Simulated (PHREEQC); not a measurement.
A made-up water analysis in mg/kgw, 30 °C, pH 7.09, pe 12.4: Na 8230; K 488; Ca 3740; Mg 938; Cl 18000; S(6) as SO4 5710; Alkalinity as HCO3 3.19; Ni 4.1.

Valence states are taken as typed.

The numbers come from PHREEQC with the ion-association model, wateq4f.dat.

Precipitation was switched off in this run.

**Question.** Estimate the ionic strength.

**Answer.** ionic strength 0.706 mol/kgw.

**Question.** In which forms is S present?

**Answer.** SO4-2 44 %, CaSO4 26 %, MgSO4 15 %, NaSO4- 15 %, KSO4- 0.7 % of the S.

The solution is supersaturated, for example in Gypsum, so a real one may precipitate; this is no full list. Caution: at this ionic strength the ion-association model is outside its range; a Pitzer model would be the better tool where its parameters exist.
